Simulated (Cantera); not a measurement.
Input (Python, Cantera) and output of one run.

```python
import numpy as np
import cantera as ct

gas_names = """
    B BH BH2 BH3 BN BO BO2 B2 B2O B2O2 B2O3 B3O3H3 H HBO HBO2 HNO HNO2 HNO3 HO2 H2 H2O H2O2 H3B3O6 N NH
    NH2 NH3 NH2OH NO NO2 NO3 N2 N2H2 N2H4 N2O O OH O2 O3
""".split()
cond_names = """
    B(b) B(L) BN(s) B2O3(L) B3O3H3(cr) H2O(s) H2O(L)
""".split()


# ... load() reads the species with a 1 bar reference pressure and builds the phases ...
atoms = {
    'B': {'B': 1},
    'H2O': {'H': 2, 'O': 1},
    'N2': {'N': 2},
}
top_T = {'BN(s)': 3200}  # K; cautious upper limits of use, not melting points


# ... equilibrate(T, P, feed) seeds the gas with the atoms and calls Mixture.equilibrate('TP', solver="vcs", rtol=1e-11, max_steps=5000) ...
results = []
feed = {'B': 1, 'H2O': 0.32, 'N2': 0.54}  # mol
T = 1475  # K
P = 7100  # Pa
mix = equilibrate(T, P, feed)
results.append((T, P, feed, dict(zip(mix.species_names, mix.species_moles))))
x = sorted(zip(gas.X, gas.species_names), reverse=True)
print(f"T = {T:g} K  P = {P:g} Pa  gas = {mix.phase_moles(0):.4g} mol")
print("   x: " + "  ".join(f"{s} {v:.3e}" for v, s in x if v > 1e-05))
print("   condensed (mol): " + ("  ".join(f"{mix.phase(i).name} {mix.phase_moles(i):.4g}"
      for i in range(1, mix.n_phases) if mix.phase_moles(i) > 1e-12) or "none"))
```

Output:

```
T = 1475 K  P = 7100 Pa  gas = 0.4672 mol
   x: H2 6.818e-01  N2 3.131e-01  HBO2 2.822e-03  H2O 1.509e-03  HBO 5.944e-04  B2O3 1.815e-04  H 4.019e-05
   condensed (mol): BN(s) 0.7875  B2O3(L) 0.1054
```

Method: chemical equilibrium by Gibbs-energy minimisation in Cantera with the NASA 1993 tables (ideal gas, pure condensed phases). N2 is the only nitrogen source here; it is nearly inert below about 1500 K, so the nitride shown seldom forms there in practice. Mutual solubility and eutectic melting of coexisting phases are not modelled. Gases not in the tables: H3BO3.
